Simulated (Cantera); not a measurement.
A counterflow diffusion flame at 1.00 atm, nozzles 20 mm apart: fuel side 100 % H2 at 325 K, oxidiser side 23.0 % O2, 77.0 % N2 at 750 K, fuel mass flux 0.48 times the oxidiser's; mixture-averaged transport, no radiation.

Computed with Cantera and the H2/O2 subset of GRI-Mech 3.0, which has no nitrogen chemistry. The maximum strain rate includes the flame's own expansion and is several times the mean.

x: mole fraction; the columns are a selection and need not sum to one.

```tsv
oxidiser flux (kg/m²/s)	max strain (1/s)	mean strain (1/s)	T max (K)	peak x OH	peak x H	peak x H2O	peak x HO2
0.61	877	259	2597	0.0280	0.0233	0.284	?
0.86	1220	365	2549	0.0281	0.0258	0.281	?
1.2	1670	509	2488	0.0277	0.0283	0.279	?
1.7	2330	721	2430	0.0278	0.0316	0.276	?
2.5	3420	1060	2357	0.0274	0.0359	0.272	?
3.5	4760	1480	2285	0.0267	0.0398	0.269	?
4.9	6630	2080	2205	0.0256	0.0436	0.267	?
```

### Question
Some entries are withheld; supply them.

### Answer

- 0.61, peak x HO2: 4.24e-5
- 0.86, peak x HO2: 5.28e-5
- 1.2, peak x HO2: 6.34e-5
- 1.7, peak x HO2: 7.52e-5
- 2.5, peak x HO2: 9.06e-5
- 3.5, peak x HO2: 0.000104
- 4.9, peak x HO2: 0.000117
